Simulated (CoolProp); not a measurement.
Values from CoolProp's reference Helmholtz-energy equation of state, Span 1996.

**Question.** For carbon dioxide, give the phase and the density (kg/m³), cv (kJ/(kg K)), expansivity (1/kK), viscosity (µPa s) at 37.35 °C and 9.32 MPa; 76.05 °C and 9.32 MPa.

**Answer.** 
- 37.35 °C and 9.32 MPa: supercritical; density 633, cv 1.05, expansivity 38.3, viscosity 48.1
- 76.05 °C and 9.32 MPa: supercritical; density 207, cv 0.859, expansivity 9.63, viscosity 21.3

Viscosity comes from a separate model (Laesecke 2017).
